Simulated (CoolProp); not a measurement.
m-xylene along the isobar 0.557 MPa: Z from the reference equation and from simpler models built on Tc = 343.7 °C, pc = 3.535 MPa, ω = 0.326; each cubic takes its own stable root.

Computed with CoolProp (reference Helmholtz-energy equation of state, Zhou 2012).

```
T (°C)   phase  reference  van der Waals  Soave-Redlich-Kwong  Peng-Robinson
------  ------  ---------  -------------  -------------------  -------------
86.05   liquid    0.02455        0.04330              0.02829        0.02509
112.15  liquid    0.02360        0.04158              0.02714        0.02405
138.25  liquid    0.02284        0.04027              0.02628        0.02325
164.35  liquid    0.02226         0.8828              0.02568        0.02269
190.35  liquid    0.02187         0.8990              0.02537        0.02239
242.55     gas     0.8852         0.9231               0.8943         0.8873
268.65     gas     0.9050         0.9322               0.9112         0.9045
294.65     gas     0.9201         0.9398               0.9249         0.9184
320.75     gas     0.9319         0.9463               0.9361         0.9299
346.85     gas     0.9414         0.9519               0.9454         0.9395
```

At some of these states van der Waals gives the other phase, because its saturation line lies elsewhere.
